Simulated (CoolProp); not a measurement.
Nitrogen along the isobar 6.7 MPa: Z from the reference equation and from simpler models built on Tc = 126.2 K, pc = 3.396 MPa, ω = 0.037; each cubic takes its own stable root.

Model: reference Helmholtz-energy equation of state, Span 2000, in CoolProp.

```csv
T (K),phase,reference,van der Waals,Soave-Redlich-Kwong,Peng-Robinson
117.1,liquid,?,0.4203,0.3224,0.2876
137.9,supercritical,0.3867,0.4536,?,0.3921
158.7,supercritical,0.6594,0.6114,?,0.6409
179.6,supercritical,0.8018,?,0.8153,0.7787
200.4,supercritical,0.8775,0.8329,0.8897,0.8558
221.2,supercritical,0.9237,?,0.9352,0.9044
242,supercritical,0.9540,0.9163,0.9650,0.9369
262.8,supercritical,0.9748,0.9400,0.9852,?
283.6,supercritical,0.9895,0.9573,0.9993,0.9760
304.4,supercritical,1.000,0.9704,1.009,0.9880
325.3,supercritical,1.008,0.9804,1.017,0.9969
346.1,supercritical,1.014,0.9881,1.022,1.004
```

Q: Some entries are withheld; supply them.

A: 
- 117.1, reference: 0.3093
- 137.9, Soave-Redlich-Kwong: 0.4261
- 158.7, Soave-Redlich-Kwong: 0.6785
- 179.6, van der Waals: 0.7532
- 221.2, van der Waals: 0.8827
- 262.8, Peng-Robinson: 0.9597
